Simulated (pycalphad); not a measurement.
Computed with pycalphad from the COST 507 light-alloy database (1999), at 1 atm. The data set is of 1999 and partly superseded. Phase fractions are per mole of atoms. Diffusion is slow at the low end, where real alloys seldom reach equilibrium.

Q: Give the equilibrium state of Hf-6.1C (at.%) at 827 °C.

A: 
```
T = 1100.00 K, P = 101325 Pa, N = 1 mol of atoms
G = -77662 J/mol, H = 7722 J/mol, S = 77.62 J/(mol K)  (SER reference)
chemical potentials (J/mol): Hf -66021, C -256860
phase             fraction      x(Hf)       x(C)
HCP_A3              0.9191     0.9663     0.0337
FCC_A1              0.0809     0.6293     0.3707
```

Q: Give the equilibrium state of Hf-6.1C (at.%) at 2327 °C.

A: 
```
T = 2600.00 K, P = 101325 Pa, N = 1 mol of atoms
G = -220738 J/mol, H = 87153 J/mol, S = 118.42 J/(mol K)  (SER reference)
chemical potentials (J/mol): Hf -215850, C -295979
phase             fraction      x(Hf)       x(C)
LIQUID              0.7420     0.9495     0.0505
HCP_A3              0.2580     0.9087     0.0913
```

FCC_A1 is fcc; HCP_A3 is hcp. The fcc model also describes the rock-salt carbide or nitride (TiC, TiN, HfC).
